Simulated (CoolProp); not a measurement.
Computed with CoolProp (reference Helmholtz-energy equation of state, Thol 2016).

Q: For hexamethyldisiloxane (MM), give the phase and the cv (kJ/(kg K)), speed of sound (m/s) at 526.8 K and 0.0819 MPa.

A: 
- 526.8 K and 0.0819 MPa: gas; cv 2.03, speed of sound 164
